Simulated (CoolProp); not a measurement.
A single-stage vapour-compression cycle with fluoroethane (R161): evaporating at 324.15 K (dew point), condensing at 347.15 K (bubble point), superheat 2 K, subcooling 2 K, compressor efficiency 0.9, no pressure losses. Each further row changes one setting.

Computed with CoolProp (reference Helmholtz-energy equation of state, Wu 2012).

| case | cooling COP | pressure ratio | discharge temperature (K) | refrigerating effect (kJ/kg) | volumetric capacity (kJ/m³) |
|---|---|---|---|---|---|
| as stated | 10.2 | 1.64 | 357.3 | 237 | 9980 |
| evaporating temperature 329.15 K | … | 1.47 | … | 238 | 11400 |
| condensing temperature 342.15 K | 13.6 | … | 350.7 | 251 | 10600 |
| subcooling 7 K | 10.8 | 1.64 | 357.3 | 251 | 10600 |
| superheat 12 K | 10.2 | 1.64 | 366.5 | … | 10000 |
| compressor efficiency 0.8 | 9.08 | 1.64 | 358.5 | 237 | 9980 |

### Question
Some entries are withheld; supply them.

### Answer

- evaporating temperature 329.15 K, cooling COP: 13.5
- evaporating temperature 329.15 K, discharge temperature (K): 355.6
- condensing temperature 342.15 K, pressure ratio: 1.48
- superheat 12 K, refrigerating effect (kJ/kg): 256
